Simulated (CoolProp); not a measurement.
The fluid at 286.28 K and 0.364 MPa (gas) is heated at constant pressure to 387.5 K. The same conditions are run with several fluids, on thermodynamics alone (safety and materials aside).

Computed with CoolProp (reference Helmholtz-energy equation of state of each fluid (C3F8 (R218): Lemmon 2006; ethylene: Smukala 2000; R125: Lemmon 2005; carbon monoxide: Lemmon 2006)).

```
fluid            heat (kJ/kg)  final density (kg/m³)
---------------  ------------  ---------------------
C3F8 (R218)              87.9                   21.9
ethylene                  171                   3.20
R125                     88.1                   13.9
carbon monoxide           106                   3.16
```
